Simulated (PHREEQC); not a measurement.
A made-up water analysis in mmol/kgw, 25 °C, pH 4.16, pe 10.7:

| constituent | mmol/kgw |
|---|---|
| Na | 12 |
| K | 11.8 |
| Ca | 5.54 |
| Mg | 1.48 |
| Cl | 4.91 |
| S(6) | 16.5 |
| Ni | 0.0428 |

Valence states are taken as typed.

Model: ion-association model, wateq4f.dat, run in PHREEQC.

No solid was allowed to form.

Q: Order these Ni species by the share of Ni that they hold, largest first: NiCl+, NiSO4, Ni+2.

A: Ni+2 (65 %), NiSO4 (35 %), NiCl+ (0.36 %)

The pH is 4.16 and the ionic strength 0.0493 mol/kgw. Species that the database lacks are ignored.
